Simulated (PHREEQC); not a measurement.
Make-up at 25 °C: 0.016 mol/kgw NH3, 0.00072 mol/kgw Na2SiO3 and 0.00017 mol/kgw Na2CO3. Closed to the air; pH follows from the charge balance.

Model: ion-association model, phreeqc.dat, run in PHREEQC.

Problem. The ionic strength comes out as 0.00221 mol/kgw. What activity coefficients do CO3-2, NH4+, H2SiO4-2, Na+, NaCO3- get?

Solution. CO3-2 0.81, NH4+ 0.95, H2SiO4-2 0.81, Na+ 0.95, NaCO3- 0.95.

Precipitation was switched off in this run. Species that the database lacks are ignored.
